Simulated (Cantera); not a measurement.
A closed system holds: 1 mol SiHCl₃, 0.78 mol C₂H₄, 1.6 mol H₂, held at 1.10 mbar.

These are equilibrium values from Cantera (NASA tables, ideal gas, pure condensed phases), not measurements of a reactor. Candidate condensed phases: C, C₆H₆, C₇H₈, C₈H₁₈, Si, SiC; 109 gas species. Gases not in the tables: Si₂H₆ and higher silanes. Equilibrium is a limit: real reactors are often held back by kinetics, nucleation or transport.

Problem. What share of the Si ends up in condensed phases as a function of T (K), at 1050, 1250, 1450, 1650, 1850, 2050, 2250, 2450?

Solution. 
```
T (K)  Si condensed (%)      as
-----  ----------------  ------
1050               73.7  SiC(s)
1250               93.8  SiC(s)
1450               92.5  SiC(s)
1650               85.6  SiC(s)
1850               76.9  SiC(s)
2050               65.8  SiC(s)
2250                6.9  SiC(s)
2450                0.0       -
```
